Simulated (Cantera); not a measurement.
Feed: 1 mol Si, 4.2 mol Br2, 0.38 mol H2, at 425 °C and 1.00 Torr.

These are equilibrium values from Cantera (NASA tables, ideal gas, pure condensed phases), not measurements of a reactor. Candidate condensed phases: Br2, Si; 19 gas species. Equilibrium is a limit: real reactors are often held back by kinetics, nucleation or transport.

Base state: Br2 0.508, SiBr4 0.279, HBr 0.212, Br 0.000698 (mole fractions); condensed: gas only.

What changes in the equilibrium state with this change: H2 from 0.38 to 2.4 mol?


```
species    before    after
-------  --------  -------
HBr         0.212    0.786
SiBr4       0.279    0.179
H2          <1e-9   0.0357
Br2         0.508  2.94e-8
Br       0.000698  1.68e-7
```
